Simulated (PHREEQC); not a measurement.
Make-up at 25 °C: 0.013 mol CaSO4 and 0.0074 mol Na2HPO4 per kg of water. Closed to the air; pH follows from the charge balance.

All values are PHREEQC results (ion-association model, wateq4f.dat), not measurements.

Each row changes one thing in this solution. This is a speciation only: nothing precipitates in the calculation.

```
case                                      pH  ionic strength (mol/kgw)  Ca+2 (mol/kgw)  HPO4-2 (mol/kgw)  CaSO4 (mol/kgw)  CaHPO4 (mol/kgw)  SI of Gypsum (CaSO4:2H2O)  SI of Mirabilite (Na2SO4:10H2O)
--------------------------------------  ----  ------------------------  --------------  ----------------  ---------------  ----------------  -------------------------  -------------------------------
as made                                 7.81                    0.0478         0.00671           0.00347          0.00289           0.00283                      -0.25                            -5.08
Na2HPO4 from 0.0074 to 0.00148 mol/kgw  7.75                    0.0377         0.00838          0.000584          0.00383          0.000677                      -0.13                            -6.46
temperature from 25 to 55 °C            7.59                    0.0447         0.00594           0.00284          0.00309           0.00328                      -0.28                            -6.38
CaSO4 from 0.013 to 0.0117 mol/kgw      7.83                    0.0450         0.00599           0.00359          0.00245           0.00271                      -0.33                            -5.10
```

Some of these states are supersaturated (in Hydroxyapatite, for instance). H3PO4, which wateq4f.dat lacks, is added to it with the constant of phreeqc.dat. Away from 25 °C the constants follow the database's enthalpies or fits; those with neither stay at their 25 °C values.
